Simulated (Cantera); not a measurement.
# Diamond growth

A diamond (100) surface in a fixed gas of H2 with x(CH4) = 0.028, x(H) = 0.00025, x(CH3) = 0.0015, at 1100 K; coverages are run to steady state.

Model: the Harris–Goodwin 1993 mechanism for the reconstructed diamond (100) surface, integrated in Cantera.

| P (Pa) | growth (µm/h) | θ c6HH | θ c6H* | θ c6*H | θ c6** | θ c6HM |
|---|---|---|---|---|---|---|
| 640 | 0.172 | 0.528 | 0.0247 | 0.391 | 0.00528 | 0.0248 |
| 1100 | 0.384 | 0.515 | 0.0240 | 0.381 | 0.00513 | 0.0410 |
| 2000 | 0.978 | 0.493 | 0.0229 | 0.363 | 0.00487 | 0.0694 |
| 3600 | 2.50 | 0.459 | 0.0212 | 0.336 | 0.00451 | 0.111 |
| 6500 | 6.32 | 0.414 | 0.0190 | 0.300 | 0.00403 | 0.168 |
| 12000 | 15.7 | 0.360 | 0.0162 | 0.257 | 0.00345 | 0.236 |
| 20000 | 31.6 | 0.316 | 0.0140 | 0.222 | 0.00297 | 0.292 |
| 36000 | 66.6 | 0.272 | 0.0118 | 0.188 | 0.00251 | 0.346 |
θ: site fractions in the mechanism's names (c6HH fully hydrogenated, c6H* and c6*H radical sites, c6** diradical, c6HM methylated).
